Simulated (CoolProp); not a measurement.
The numbers come from the reference Helmholtz-energy equation of state, Span 2000 in CoolProp.

Task: Give the vapour pressure (kPa), enthalpy of vaporisation (kJ/kg), liquid cp (kJ/(kg K)), vapour Z of saturated nitrogen at 96.4 K.

Result: 
| T (K) | p (kPa) | enthalpy of vaporisation (kJ/kg) | liquid cp (kJ/(kg K)) | vapour Z |
|---|---|---|---|---|
| 96.4 | 601 | 169 | 2.24 | 0.850 |
